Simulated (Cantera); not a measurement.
Input (Python, Cantera) and output of one run.

```python
import numpy as np
import cantera as ct

gas_names = """
    CL CL2 H HCL H2 Si SiCL SiCL2 SiCL3 SiCL4 SiH SiHCL3 SiH2 SiH2CL2 SiH3 SiH3CL SiH4 Si2 Si3
""".split()
cond_names = """
    Si(cr) Si(L)
""".split()


# ... load() reads the species with a 1 bar reference pressure and builds the phases ...
atoms = {
    'SiCl4': {'Si': 1, 'CL': 4},
    'Cl2': {'CL': 2},
    'H2': {'H': 2},
}
top_T = {}  # K; cautious upper limits of use, not melting points


# ... equilibrate(T, P, feed) seeds the gas with the atoms and calls Mixture.equilibrate('TP', solver="vcs", rtol=1e-11, max_steps=5000) ...
results = []
feed = {'SiCl4': 1, 'Cl2': 0.95, 'H2': 8.8}  # mol
P = 360000  # Pa
for T in [573, 673, 773, 873, 973, 1073, 1173, 1273, 1373, 1473, 1573, 1673]:
    mix = equilibrate(T, P, feed)
    results.append((T, P, feed, dict(zip(mix.species_names, mix.species_moles))))

top = {s: max(r[3][s] / sum(r[3][g] for g in gas_names) for r in results) for s in gas_names}
cols = sorted((s for s in top if top[s] > 0.0001), key=lambda s: -top[s])[:8]
seen = [c for c in cond_names if any(r[3].get(c, 0) > 1e-12 for r in results)]
print("log10 of partial pressures in bar; condensed amounts in mol")
print(f"{'T/K':>10s}" + "".join(f"{s[:9]:>10s}" for s in cols + seen))
for T, P, feed, n in results:
    ng = sum(n[g] for g in gas_names)
    print(f"{T:10.4g}" + "".join(f"{np.log10(max(n[s] / ng * P / 1e5, 1e-99)):10.3f}" for s in cols)
          + "".join(f"{n.get(c, 0):10.4g}" for c in seen))
```

Result:

```
log10 of partial pressures in bar; condensed amounts in mol
       T/K        H2       HCL     SiCL4     SiCL2     SiCL3    SiHCL3   SiH2CL2
       573     0.420    -0.196    -0.475   -17.886   -10.858    -4.710   -10.283
       673     0.420    -0.196    -0.475   -13.757    -8.451    -3.758    -8.250
       773     0.420    -0.196    -0.476   -10.715    -6.676    -3.062    -6.762
       873     0.419    -0.194    -0.479    -8.387    -5.318    -2.535    -5.630
       973     0.419    -0.191    -0.485    -6.556    -4.249    -2.126    -4.747
      1073     0.417    -0.185    -0.497    -5.088    -3.394    -1.806    -4.048
      1173     0.415    -0.176    -0.516    -3.897    -2.703    -1.558    -3.492
      1273     0.411    -0.162    -0.548    -2.928    -2.147    -1.374    -3.058
      1373     0.405    -0.139    -0.602    -2.155    -1.711    -1.257    -2.742
      1473     0.395    -0.104    -0.696    -1.573    -1.401    -1.224    -2.556
      1573     0.380    -0.059    -0.846    -1.171    -1.218    -1.284    -2.504
      1673     0.364    -0.015    -1.060    -0.915    -1.147    -1.427    -2.557
```

Equilibrium computed with Cantera from the NASA thermochemical tables; the gas is ideal and each condensed phase is pure. The tables' values for SiCl3 are old estimates; treat these amounts as uncertain.
